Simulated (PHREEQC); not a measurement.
0.16 g of hydrous ferric oxide (600 m²/g; 0.2 weak and 0.005 strong sites per Fe, Dzombak-Morel constants, diffuse double layer) in 1 kg of water with 0.1 mol/kgw of an inert sodium salt and 0.058 mmol/kgw Na2SeO3 and 0.49 mmol/kgw Na2SeO4, at 25 °C; the pH is set by adding NaOH or the inert anion's acid. No oxygen is let in. The system is closed to CO2. Nothing may precipitate in this run.

The series has 17 steps of pH, from 4 to 10.

Equilibrium calculation in PHREEQC: ion-association model, wateq4f.dat.

Problem. At which pH does the surface charge pass through zero?

Solution. Near pH 7.7.

Complexes and solids missing from the database can't appear. The database's selenite sorption wasn't checked against measurements; a fall in acid may be a fault of its surface constants.
